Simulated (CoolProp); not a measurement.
Vapour-liquid equilibrium of R1234yf (1) + R1234ze(E) (2) at 787 kPa; x and y are mole fractions of (1).

Values from CoolProp's multi-fluid Helmholtz-energy mixture model, Lemmon 2022 and Thol 2016; pair parameters Bell 2022.

Task: Give the bubble temperature and the first vapour's composition at x = 0.25, 0.35, 0.75. Is there an azeotrope?

Result: x = 0.25: 310.9 K, y = 0.298; x = 0.35: 309.8 K, y = 0.405; x = 0.75: 305.7 K, y = 0.788. No azeotrope shows between x = 0.05 and 0.95.

Pair parameters are fitted to limited data, so mixtures are less certain than the pure fluids.
